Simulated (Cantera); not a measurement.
A closed system holds: 1 mol Pb, 39 mol H2, at 0.000180 bar.

Equilibrium computed with Cantera from the NASA thermochemical tables; the gas is ideal and each condensed phase is pure. Candidate condensed phases: Pb; 4 gas species. The numbers say what is thermodynamically allowed, not how fast it happens.

x: gas mole fraction; n: condensed amount in mol.

```csv
T (K),x H2,x Pb,x H,x Pb2,n Pb(l)
925,0.985,0.0148,(withheld),1.39e-8,0.412
975,0.975,0.0250,(withheld),2.63e-8,0
1025,0.975,0.0250,(withheld),1.83e-8,0
1075,0.975,0.0250,(withheld),1.32e-8,0
1125,0.975,0.0250,(withheld),9.77e-9,0
1175,0.975,0.0250,(withheld),7.42e-9,0
1225,0.975,0.0250,(withheld),5.76e-9,0
```

Question: Some entries are withheld; supply them.

Answer: 
- 925, x H: 1.93e-8
- 975, x H: 8.42e-8
- 1025, x H: 3.21e-7
- 1075, x H: 1.08e-6
- 1125, x H: 3.27e-6
- 1175, x H: 9.02e-6
- 1225, x H: 2.29e-5
